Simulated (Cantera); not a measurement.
# Ignition delay

Mixture: 3.10 % C₃H₈, 20.4 % O₂, 76.5 % N₂, at 390000 Pa, adiabatic and at constant pressure. Ignition delay is the time to a rise of 400 K.

Computed with Cantera and GRI-Mech 3.0 (53 species, 325 reactions). GRI-Mech 3.0 was tuned for natural gas; its chemistry of propane as a main component is partial and can be far from experiment.

| T0 (K) | delay (ms) |
|---|---|
| 1050 | 61.9 |
| 1125 | 13.3 |
| 1200 | 2.99 |
| 1275 | 0.753 |
| 1350 | 0.223 |
| 1425 | 0.0795 |
| 1500 | 0.0339 |
| 1575 | 0.0169 |

```json
{
  "apparent activation energy between 1425 and 1575 K": "190 kJ/mol"
}
```
